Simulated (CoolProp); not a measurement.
Vapour pressure (MPa) of ethanol: the reference equation beside estimates from Tc = 241.6 °C, pc = 6.268 MPa, ω = 0.644. Clausius-Clapeyron is anchored at 56.65 °C with a constant enthalpy of vaporisation of 40.64 kJ/mol.

Computed with CoolProp (reference Helmholtz-energy equation of state, Schroeder 2014).

```
T (°C)  reference  Lee-Kesler  Clausius-Clapeyron  van der Waals  Redlich-Kwong  Soave-Redlich-Kwong  Peng-Robinson
------  ---------  ----------  ------------------  -------------  -------------  -------------------  -------------
16.35    0.004706    0.004220            0.005103         0.3711        0.06295             0.004185       0.004738
29.85     0.01038    0.009712                 ___         0.4874         0.1048             0.009654        0.01065
43.25     0.02110     0.02035             0.02144         0.6253         0.1648              0.02027        0.02189
56.65     0.04016     0.03954             0.04016         0.7876         0.2478              0.03944        0.04183
70.15     0.07245     0.07226             0.07193         0.9774         0.3595              0.07219            ___
83.55      0.1236      0.1241              0.1228          1.194         0.5033               0.1242         0.1281
96.95      0.2017      0.2029              0.2017          1.439            ___               0.2035         0.2077
110.45     0.3172      0.3184              0.3210          1.717         0.9104               0.3203         0.3241
123.85     0.4795      0.4794              0.4935          2.025          1.182               0.4837            ___
137.25     0.7022      0.6981              0.7378          2.366          1.505               0.7069         0.7068
150.75      1.001      0.9899               1.078          2.745          1.888                1.006          1.002
164.15      1.388       1.365               1.535          3.156          2.330                1.392          1.382
177.55        ___       1.842               2.140          3.603          2.836                1.883          1.867
```

**Question.** What belongs in the gaps?

**Answer.** 
- 29.85, Clausius-Clapeyron: 0.01083
- 70.15, Peng-Robinson: 0.07540
- 96.95, Redlich-Kwong: 0.6847
- 123.85, Peng-Robinson: 0.4863
- 177.55, reference: 1.878

Absolute difference from the reference over all 13 rows, mean and median: Lee-Kesler 2.2 and 1.1 %, Clausius-Clapeyron 4.4 and 2.9 %, van der Waals 1633.0 and 613.4 %, Redlich-Kwong 380.3 and 239.5 %, Soave-Redlich-Kwong 2.2 and 0.9 %, Peng-Robinson 2.1 and 2.2 %.
